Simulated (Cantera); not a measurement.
**Gas activation for diamond growth**

An isothermal, constant-pressure homogeneous reactor starts with 0.229 % CH₄, 78.9 % H₂, 14.2 % H, 6.70 % N₂, at 2798 K and 0.0460 bar.

Cantera simulation using GRI-Mech 3.0 (53 species, 325 reactions); the numbers are that mechanism's predictions, not measurements. GRI-Mech 3.0 stops at C3 and has no aromatics, soot or wall deposition, so with more carbon than oxygen in the feed, carbon stays in small species such as C2H2 where larger ones or solid carbon would form. Radical loss at walls, strong at low pressure, is not modelled.

```json
[
 {"t (s)": "6.00e-5", "x CH₄": "0.000215", "x H₂": "0.793", "x H": "0.139", "x C₂H₆": "1.78e-9", "x C₂H": "9.37e-6"},
 {"t (s)": "0.000134", "x CH₄": "0.000135", "x H₂": "0.792", "x H": "0.139", "x C₂H₆": "7.02e-10", "x C₂H": "1.47e-5"},
 {"t (s)": "0.000298", "x CH₄": "7.17e-5", "x H₂": "0.792", "x H": "0.140", "x C₂H₆": "1.99e-10", "x C₂H": "1.91e-5"},
 {"t (s)": "0.000664", "x CH₄": "3.30e-5", "x H₂": "0.790", "x H": "0.142", "x C₂H₆": "4.26e-11", "x C₂H": "2.19e-5"},
 {"t (s)": "0.00148", "x CH₄": "1.32e-5", "x H₂": "0.786", "x H": "0.146", "x C₂H₆": "6.96e-12", "x C₂H": "2.38e-5"},
 {"t (s)": "0.00329", "x CH₄": "4.38e-6", "x H₂": "0.777", "x H": "0.155", "x C₂H₆": "<1e-12", "x C₂H": "2.58e-5"},
 {"t (s)": "0.00734", "x CH₄": "1.31e-6", "x H₂": "0.761", "x H": "0.172", "x C₂H₆": "<1e-12", "x C₂H": "2.90e-5"},
 {"t (s)": "0.0164", "x CH₄": "5.90e-7", "x H₂": "0.730", "x H": "0.204", "x C₂H₆": "<1e-12", "x C₂H": "3.46e-5"},
 {"t (s)": "0.0364", "x CH₄": "3.33e-7", "x H₂": "0.685", "x H": "0.251", "x C₂H₆": "<1e-12", "x C₂H": "4.26e-5"},
 {"t (s)": "0.0812", "x CH₄": "2.39e-7", "x H₂": "0.646", "x H": "0.291", "x C₂H₆": "<1e-12", "x C₂H": "4.77e-5"},
 {"t (s)": "0.181", "x CH₄": "2.33e-7", "x H₂": "0.635", "x H": "0.303", "x C₂H₆": "<1e-12", "x C₂H": "4.44e-5"},
 {"t (s)": "0.403", "x CH₄": "2.34e-7", "x H₂": "0.634", "x H": "0.304", "x C₂H₆": "<1e-12", "x C₂H": "3.59e-5"},
 {"t (s)": "0.898", "x CH₄": "2.13e-7", "x H₂": "0.634", "x H": "0.304", "x C₂H₆": "<1e-12", "x C₂H": "2.52e-5"},
 {"t (s)": "2.00", "x CH₄": "1.70e-7", "x H₂": "0.634", "x H": "0.304", "x C₂H₆": "<1e-12", "x C₂H": "1.43e-5"}
]
```
x: mole fraction; the columns are a selection and need not sum to one.

Equilibrium at this temperature and pressure: CH₄ 1.04e-7, H₂ 0.634, H 0.304, C₂H₆ <1e-12, C₂H 4.19e-6 (gas phase only).
